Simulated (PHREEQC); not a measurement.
1.1 g of hydrous ferric oxide (600 m²/g; 0.2 weak and 0.005 strong sites per Fe, Dzombak-Morel constants, diffuse double layer) in 1 kg of water with 0.005 mol/kgw of an inert sodium salt and 2.7e-05 mol Ag2SO4 and 0.00017 mol ZnSO4, at 25 °C; the pH is set by adding NaOH or the inert anion's acid. O2 is buffered at 0.21 atm. CO2 from the air is kept out. Precipitation was switched off in this run.

The series has 13 steps of pH, from 3 to 9.

Equilibrium calculation in PHREEQC: ion-association model, wateq4f.dat.

Near which pH is half of the S sorbed, and on which side is more sorbed?

Near pH 7.0, with more sorbed at lower pH.

Near which pH is half of the Ag sorbed, and on which side is more sorbed?

Near pH 7.7, with more sorbed at higher pH.

Near which pH is half of the Zn sorbed, and on which side is more sorbed?

Near pH 6.1, with more sorbed at higher pH.

Species that the database lacks are ignored. The oxide is taken as insoluble; below pH 4 it would dissolve.
